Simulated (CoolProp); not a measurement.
A Linde-Hampson liquefier for ethane: isothermal reversible compression at 320 K from 1 atm to 5 MPa, throttling to 1 atm, return gas leaving the recuperator 10 K below the feed. Each further row changes one setting.

Values from CoolProp's reference Helmholtz-energy equation of state, Bücker 2006.

```csv
case,liquid yield per pass,compression work (kJ/kg of gas)
as stated,___,315
high pressure 10 MPa,0.418,___
warm-end temperature 350 K,0.089,___
warm-end gap 15 K,___,315
```

### Question
Some entries are withheld; supply them.

### Answer

- as stated, liquid yield per pass: 0.154
- high pressure 10 MPa, compression work (kJ/kg of gas): 338
- warm-end temperature 350 K, compression work (kJ/kg of gas): 354
- warm-end gap 15 K, liquid yield per pass: 0.142
